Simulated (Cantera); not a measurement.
Low-pressure radical oxidation in H2/O2

A perfectly stirred reactor is fed with 1.94 % H₂, 20.0 % O₂, 78.0 % N₂, equivalence ratio 0.049, at 0.0133 bar; it is held at 1048 K, and followed from long to short residence time.

Detailed kinetics in Cantera: the H2/O2 subset of GRI-Mech 3.0, which has no nitrogen chemistry. Radical loss at walls, strong at low pressure, is not modelled.

```csv
τ (s),x H₂,x O₂,x OH,x HO₂,x H₂O
12,5.72e-5,0.192,0.000126,4.72e-7,0.0195
5.4,9.21e-5,0.192,0.000166,5.98e-7,0.0194
2.4,0.000148,0.192,0.000220,7.35e-7,0.0193
1.1,0.000234,0.192,0.000288,8.68e-7,0.0190
0.49,0.000375,0.191,0.000380,9.99e-7,0.0187
0.22,0.000598,0.191,0.000495,1.11e-6,0.0181
0.10,0.000951,0.190,0.000628,1.20e-6,0.0171
0.045,0.00154,0.190,0.000779,1.26e-6,0.0158
0.020,0.00260,0.190,0.000937,1.30e-6,0.0141
0.0091,0.00443,0.191,0.00106,1.31e-6,0.0120
```
x: mole fraction; the columns are a selection and need not sum to one.
